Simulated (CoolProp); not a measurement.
A simple Rankine cycle with the fluoroketone C6F12O (FK-5-1-12): condensing at 294.15 K, boiler at 0.513 MPa, turbine inlet 499 K, turbine efficiency 0.7, pump efficiency 0.7, no recuperator. Each further row changes one setting.

Values from CoolProp's reference Helmholtz-energy equation of state, McLinden 2015.

| case | thermal efficiency (%) | net work (kJ/kg) | heat in (kJ/kg) | turbine exit temperature (K) | volume ratio over the turbine |
|---|---|---|---|---|---|
| as stated | 8.0 | 23.0 | 289 | ___ | 15.2 |
| condensing temperature 286.15 K | 8.8 | 26.1 | ___ | ___ | ___ |
| boiler pressure 0.359 MPa | ___ | 20.3 | 290 | 477.5 | 10.5 |
| turbine efficiency 0.6 | 6.8 | 19.7 | 289 | 477.1 | ___ |

**Question.** Fill in the missing entries.

**Answer.** 
- as stated, turbine exit temperature (K): 473.8
- condensing temperature 286.15 K, heat in (kJ/kg): 298
- condensing temperature 286.15 K, turbine exit temperature (K): 470.8
- condensing temperature 286.15 K, volume ratio over the turbine: 21.7
- boiler pressure 0.359 MPa, thermal efficiency (%): 7.0
- turbine efficiency 0.6, volume ratio over the turbine: 15.3
